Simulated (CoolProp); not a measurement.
Vapour-liquid equilibrium of isohexane (1) + n-heptane (2) at 9.43 bar; x and y are mole fractions of (1).

Values from CoolProp's multi-fluid Helmholtz-energy mixture model, Lemmon 2006 and Span 2003; pair parameters Bell 2016.

| x | bubble temperature (K) | y at the bubble point | dew temperature at overall composition x (K) | liquid density (mol/L) |
|---|---|---|---|---|
| 0.05 | 468.1 | 0.082 | 469.2 | 5.035 |
| 0.15 | 462.7 | 0.233 | 465.7 | 5.133 |
| 0.25 | 457.5 | 0.368 | 462.0 | 5.229 |
| 0.35 | 452.6 | 0.488 | 458.2 | 5.322 |
| 0.45 | 447.9 | 0.595 | 454.2 | 5.414 |
| 0.55 | 443.4 | 0.689 | 449.9 | 5.504 |
| 0.65 | 439.1 | 0.774 | 445.3 | 5.591 |
| 0.75 | 435.0 | 0.848 | 440.3 | 5.677 |
| 0.85 | 431.0 | 0.915 | 434.9 | 5.761 |
| 0.95 | 427.3 | 0.973 | 428.8 | 5.842 |

No azeotrope shows between x = 0.05 and 0.95.

The pair parameters rest on a limited set of measurements; away from them the model extrapolates.
